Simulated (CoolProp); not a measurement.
Computed with CoolProp (reference Helmholtz-energy equation of state, de Reuck 1993).

Question: For methanol, give the phase and the density (kg/m³), viscosity (µPa s) at 384.1 K and 14200 kPa; 228.2 K and 5480 kPa.

Answer: 
- 384.1 K and 14200 kPa: liquid; density 720, viscosity 223
- 228.2 K and 5480 kPa: liquid; density 856, viscosity 2070

Viscosity comes from a separate model (Xiang 2006).
